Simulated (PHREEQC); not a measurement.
# Buffer

Solution (25 °C): 0.00067 mol KHCO3, 0.0079 mol Na2CO3 and 3.9e-06 mol KCl per kg of water. Closed to the air; pH follows from the charge balance.

Computed with PHREEQC (ion-association model, wateq4f.dat).

Precipitation was switched off in this run.

Problem. Predict the pH.

Solution. pH 10.80.

Problem. In which forms is C present?

Solution. CO3-2 72 %, HCO3- 16 %, NaCO3- 11 % of the C.

Complexes and solids missing from the database can't appear.
